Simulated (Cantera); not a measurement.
A closed system holds: 1 mol SiCl₄, 21 mol N₂, 0.5 mol H₂, held at 1302 °C and 0.360 Torr.

Method: chemical equilibrium by Gibbs-energy minimisation in Cantera with the NASA 1993 tables (ideal gas, pure condensed phases). Candidate condensed phases: NH₄Cl, Si, Si₃N₄; 28 gas species. The tables' values for SiCl₃ are old estimates; treat these amounts as uncertain. Kinetics and transport are ignored.

Base state: N₂ 0.898, HCl 0.0427, SiCl₂ 0.0248, Cl 0.0161, SiCl₃ 0.00914, SiCl₄ 0.00879, H₂ 1.61e-5, Cl₂ 1.39e-5 (mole fractions); condensed: gas only.

Q: What changes in the equilibrium state with this change: pressure from 0.360 Torr to 0.195 Torr?

A: 
```tsv
species	before	after
N₂	0.898	0.892
HCl	0.0427	0.0425
SiCl₂	0.0248	0.0286
Cl	0.0161	0.0227
SiCl₄	0.00879	0.00590
SiCl₃	0.00914	0.00803
H₂	1.61e-5	1.47e-5
```
